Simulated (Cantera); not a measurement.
What does this Cantera script print?

```python
import numpy as np
import cantera as ct

gas_names = [...]  # 139 gases of nasa_gas.yaml made of C, H, N, O, Ti
cond_names = """
    C(gr) C6H6(L) C7H8(L) C8H18(L),n-octa H2O(s) H2O(L) Ti(a) Ti(b) Ti(L) TiC(s) TiC(L) TiN(s) TiN(L)
    TiO(a) TiO(b) TiO(L) TiO2(ru) TiO2(L) Ti2O3(a) Ti2O3(b) Ti2O3(L) Ti3O5(a) Ti3O5(b) Ti3O5(L) Ti4O7(s)
    Ti4O7(L)
""".split()


# ... load() reads the species with a 1 bar reference pressure and builds the phases ...
atoms = {
    'Ti(OiPr)4': {'Ti': 1, 'C': 12, 'H': 28, 'O': 4},
    'CH4': {'C': 1, 'H': 4},
    'N2': {'N': 2},
}
top_T = {'C(gr)': 4500}  # K; cautious upper limits of use, not melting points


# ... equilibrate(T, P, feed) seeds the gas with the atoms and calls Mixture.equilibrate('TP', solver="vcs", rtol=1e-11, max_steps=5000) ...
results = []
feed = {'Ti(OiPr)4': 1, 'CH4': 0.28, 'N2': 8.7}  # mol
T = 2125  # K
P = 10000  # Pa
mix = equilibrate(T, P, feed)
results.append((T, P, feed, dict(zip(mix.species_names, mix.species_moles))))
x = sorted(zip(gas.X, gas.species_names), reverse=True)
print(f"T = {T:g} K  P = {P:g} Pa  gas = {mix.phase_moles(0):.4g} mol")
print("   x: " + "  ".join(f"{s} {v:.3e}" for v, s in x if v > 1e-05))
print("   condensed (mol): " + ("  ".join(f"{mix.phase(i).name} {mix.phase_moles(i):.4g}"
      for i in range(1, mix.n_phases) if mix.phase_moles(i) > 1e-12) or "none"))
```

Output:

```
T = 2125 K  P = 10000 Pa  gas = 27.37 mol
   x: H2 5.218e-01  N2 3.128e-01  CO 1.461e-01  HCN 9.461e-03  H 8.295e-03  C2H2,acetylene 8.744e-04  HNC 6.655e-04
   condensed (mol): C(gr) 6.954  TiC(s) 1
```

These are equilibrium values from Cantera (NASA tables, ideal gas, pure condensed phases), not measurements of a reactor. The feed counts by its element totals alone. TiC: taken at fixed stoichiometry.
